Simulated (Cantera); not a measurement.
Mixture: CH₄ : O₂ : N₂ = 1 : 2 : 5.6 (molar parts), at 0.650 bar, adiabatic and at constant pressure. Ignition delay is the time to a rise of 400 K.

Detailed kinetics in Cantera: GRI-Mech 3.0 (53 species, 325 reactions).

### Question
What does this change do: 0.27 parts H2 added?

### Answer
| quantity | before | after |
|---|---|---|
| delay at 1200 K | 51.0 ms | 6.43 ms |
| delay at 1250 K | 25.0 ms | 3.90 ms |
| delay at 1300 K | 12.8 ms | 2.41 ms |
| delay at 1350 K | 6.77 ms | 1.54 ms |
| delay at 1400 K | 3.74 ms | 1.01 ms |
| delay at 1450 K | 2.16 ms | 0.685 ms |
| apparent activation energy between 1350 and 1450 K | 190 kJ/mol | 130 kJ/mol |

### Question
What does this change do: constant volume in place of constant pressure?

### Answer
| quantity | before | after |
|---|---|---|
| delay at 1200 K | 51.0 ms | 48.6 ms |
| delay at 1250 K | 25.0 ms | 23.8 ms |
| delay at 1300 K | 12.8 ms | 12.1 ms |
| delay at 1350 K | 6.77 ms | 6.42 ms |
| delay at 1400 K | 3.74 ms | 3.55 ms |
| delay at 1450 K | 2.16 ms | 2.05 ms |
| apparent activation energy between 1350 and 1450 K | 190 kJ/mol | 190 kJ/mol |
